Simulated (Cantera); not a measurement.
# Ignition delay

Mixture: CO : H2 : CH4 : O2 : N2 = 1 : 0.11 : 0.98 : 1.4 : 5.25 (molar parts), at 1000000 Pa, adiabatic and at constant volume. Ignition delay is the time to a rise of 400 K.

Cantera simulation using GRI-Mech 3.0 (53 species, 325 reactions); the numbers are that mechanism's predictions, not measurements. Below about 1000 K GRI-Mech 3.0 lacks low-temperature oxidation paths. Below about 950 K walls govern HO2 and H2O2 in real vessels.

| T0 (K) | delay (ms) |
|---|---|
| 875 | 276 |
| 975 | 40.6 |
| 1075 | 11.6 |
| 1175 | 4.02 |
| 1275 | 1.45 |
| 1375 | 0.534 |

```yaml
apparent activation energy between 1175 and 1375 K: 140 kJ/mol
```
